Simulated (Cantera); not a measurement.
Input: 1 mol SiO2, a varied amount of CH4, 6.3 mol H2, held at 1900 °C and 3150 Torr.

These are equilibrium values from Cantera (NASA tables, ideal gas, pure condensed phases), not measurements of a reactor. Candidate condensed phases: C, C6H6, C7H8, C8H18, H2O, Si, SiC, SiO2; 123 gas species. The tables hold silica as quartz up to 1696 K and as liquid above; real silica turns to tridymite and cristobalite and melts near 1996 K. Gases not in the tables: Si(OH)4, Si2H6 and higher silanes. The numbers say what is thermodynamically allowed, not how fast it happens.

Which condensed phases are stable at each of these points (n(CH4) (mol)): 0.54, 0.67, 0.84, 1, 1.3, 1.6, 2, 2.5?


```csv
n(CH4) (mol),condensed phases,Si condensed (%)
0.54,SiO2(l),43.7
0.67,SiO2(l),31.0
0.84,SiO2(l),14.2
1,gas only,0.0
1.3,SiC(s),14.9
1.6,SiC(s),29.8
2,SiC(s),49.8
2.5,SiC(s),74.6
```

From 0.54 mol CH4 to 0.84 mol CH4 the condensed part is SiO2(l). At 1 mol CH4 nothing is condensed. From 1.3 mol CH4 to 2.5 mol CH4 the condensed part is SiC(s). The share of Si in condensed phases is highest at 2.5 mol CH4 (74.6 %) and lowest at 1 mol CH4 (0.0 %).
